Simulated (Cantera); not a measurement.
A freely propagating, adiabatic, planar premixed flame of H₂ : O₂ : N₂ = 1 : 0.909 : 3.36 (molar parts), equivalence ratio 0.55, unburnt at 673 K and 0.385 atm; mixture-averaged transport, grid criteria slope 0.08 and curve 0.16, no radiation.

Detailed kinetics in Cantera: the H2/O2 subset of GRI-Mech 3.0, which has no nitrogen chemistry. Burning velocities carry a grid error of a few per cent, more on coarse grids. Lean hydrogen flames are cellular in practice and burn faster than this planar one.

Q: Predict: laminar burning velocity; thermal thickness; peak x(O); peak x(OH); peak x(HO₂).

A: 
```
Property                     Value
------------------------  --------
laminar burning velocity  568 cm/s
thermal thickness          1.57 mm
peak x(O)                   0.0158
peak x(OH)                  0.0123
peak x(HO₂)               0.000114
```
